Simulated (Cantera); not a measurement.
Feed: 1 mol MgO, 1.1 mol HBr, held at 1875 K and 0.00133 bar.

Method: chemical equilibrium by Gibbs-energy minimisation in Cantera with the NASA 1993 tables (ideal gas, pure condensed phases). Candidate condensed phases: Br2, H2O, Mg, MgBr2, MgO, Mg(OH)2; 20 gas species. Equilibrium is a limit: real reactors are often held back by kinetics, nucleation or transport.

Base state: Br 0.347, HBr 0.243, H2 0.164, H2O 0.119, MgBr2 0.110, MgBr 0.00736, H 0.00727, Mg 0.00232 (mole fractions); condensed: MgO(s).

**Question.** What changes in the equilibrium state with this change: pressure from 0.00133 bar to 0.0770 bar?

**Answer.** 
```json
[
 {"species": "HBr", "before": "0.243", "after": "0.416"},
 {"species": "H2O", "before": "0.119", "after": "0.197"},
 {"species": "MgBr2", "before": "0.110", "after": "0.196"},
 {"species": "Br", "before": "0.347", "after": "0.126"},
 {"species": "H2", "before": "0.164", "after": "0.0631"},
 {"species": "Mg", "before": "0.00232", "after": "9.38e-6"},
 {"species": "O", "before": "1.38e-5", "after": "1.03e-6"},
 {"species": "MgO(s), mol", "before": "0.839", "after": "0.769"}
]
```
